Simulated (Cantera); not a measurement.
Thermodynamics of carbothermic reduction, feed MgO + CH₄ + H₂

Charge: 1 mol MgO, a varied amount of CH₄, 0.49 mol H₂, held at 2573 K and 17.0 Pa.

Cantera equilibrium calculation (NASA polynomials, part measured and part estimated; ideal gas, pure solids and liquids). Candidate condensed phases: C, C₆H₆, C₇H₈, C₈H₁₈, H₂O, Mg, MgCO₃, MgO, Mg(OH)₂; 116 gas species. The tables' values for MgH are old estimates; treat these amounts as uncertain. Kinetics and transport are ignored.

From 0.37 mol CH₄ to 0.97 mol CH₄ nothing is condensed. From 1.6 mol CH₄ to 4 mol CH₄ the condensed part is C(graphite). The main Mg-bearing gas is Mg throughout.

```csv
n(CH₄) (mol),x H,x Mg,x CO,x O,x H₂,x OH,x C₃,n C(graphite)
0.37,0.495,0.238,0.0867,0.120,0.0353,0.0131,<1e-12,0
0.97,0.634,0.154,0.150,0.00378,0.0578,0.000530,<1e-12,0
1.6,0.691,0.113,0.113,3.96e-10,0.0689,6.08e-11,0.00881,0.293
2.2,0.728,0.0904,0.0904,3.18e-10,0.0764,5.13e-11,0.00881,0.814
2.8,0.753,0.0755,0.0755,2.65e-10,0.0817,4.43e-11,0.00881,1.33
3.4,0.770,0.0648,0.0648,2.28e-10,0.0855,3.89e-11,0.00881,1.86
4,0.783,0.0568,0.0568,2.00e-10,0.0884,3.47e-11,0.00881,2.38
```
x: gas mole fraction; n: condensed amount in mol.
